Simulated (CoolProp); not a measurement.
A single-stage vapour-compression cycle with R125: evaporating at 309.15 K (dew point), condensing at 329.15 K (bubble point), superheat 10 K, subcooling 2 K, compressor efficiency 0.75, no pressure losses. Each further row changes one setting.

Values from CoolProp's reference Helmholtz-energy equation of state, Lemmon 2005.

```
case                              cooling COP  pressure ratio  discharge temperature (K)  refrigerating effect (kJ/kg)  volumetric capacity (kJ/m³)
--------------------------------  -----------  --------------  -------------------------  ----------------------------  ---------------------------
as stated                                8.31            1.59                      342.4                          80.6                         9100
evaporating temperature 314.15 K         11.6            1.41                      341.7                          82.2                        10700
condensing temperature 324.15 K          12.0            1.42                      336.6                          89.2                        10100
subcooling 7 K                           9.28            1.59                      342.4                          89.9                        10200
superheat 20 K                           8.61            1.59                      351.6                          91.5                         9510
compressor efficiency 0.65               7.20            1.59                      343.5                          80.6                         9100
```
